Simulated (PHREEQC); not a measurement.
NaOH is added in steps, without added water, to 1 kg of water holding 4 mmol/kgw AgNO3 and 13 mmol/kgw KNO3, at 25 °C. O2 is buffered at 0.21 atm. CO2 from the air is kept out. Only these solids could form: Ag2O.

Base run: PHREEQC, ion-association model, wateq4f.dat. Each further column changes one thing. The table gives Ag in solution (mol/kgw).

```json
[
 {"NaOH added (mol)": "0", "base": "0.00400", "Davies equation for every ion": "0.00400", "all activity coefficients set to 1": "0.00400", "Debye-Hückel limiting law": "0.00400", "metal-ligand complexes left out": "0.00400"},
 {"NaOH added (mol)": "0.0017", "base": "0.00231", "Davies equation for every ion": "0.00231", "all activity coefficients set to 1": "0.00231", "Debye-Hückel limiting law": "0.00231", "metal-ligand complexes left out": "0.00231"},
 {"NaOH added (mol)": "0.0034", "base": "0.000642", "Davies equation for every ion": "0.000642", "all activity coefficients set to 1": "0.000633", "Debye-Hückel limiting law": "0.000644", "metal-ligand complexes left out": "0.000642"},
 {"NaOH added (mol)": "0.00595", "base": "1.55e-5", "Davies equation for every ion": "1.54e-5", "all activity coefficients set to 1": "1.24e-5", "Debye-Hückel limiting law": "1.62e-5", "metal-ligand complexes left out": "1.54e-5"},
 {"NaOH added (mol)": "0.00765", "base": "9.79e-6", "Davies equation for every ion": "9.76e-6", "all activity coefficients set to 1": "8.05e-6", "Debye-Hückel limiting law": "1.02e-5", "metal-ligand complexes left out": "9.75e-6"},
 {"NaOH added (mol)": "0.00935", "base": "7.90e-6", "Davies equation for every ion": "7.88e-6", "all activity coefficients set to 1": "6.67e-6", "Debye-Hückel limiting law": "8.20e-6", "metal-ligand complexes left out": "7.87e-6"},
 {"NaOH added (mol)": "0.01105", "base": "7.08e-6", "Davies equation for every ion": "7.06e-6", "all activity coefficients set to 1": "6.11e-6", "Debye-Hückel limiting law": "7.33e-6", "metal-ligand complexes left out": "7.05e-6"},
 {"NaOH added (mol)": "0.0136", "base": "6.60e-6", "Davies equation for every ion": "6.60e-6", "all activity coefficients set to 1": "5.87e-6", "Debye-Hückel limiting law": "6.82e-6", "metal-ligand complexes left out": "6.58e-6"},
 {"NaOH added (mol)": "0.0153", "base": "6.53e-6", "Davies equation for every ion": "6.52e-6", "all activity coefficients set to 1": "5.89e-6", "Debye-Hückel limiting law": "6.73e-6", "metal-ligand complexes left out": "6.51e-6"},
 {"NaOH added (mol)": "0.017", "base": "6.55e-6", "Davies equation for every ion": "6.56e-6", "all activity coefficients set to 1": "5.99e-6", "Debye-Hückel limiting law": "6.75e-6", "metal-ligand complexes left out": "6.54e-6"}
]
```
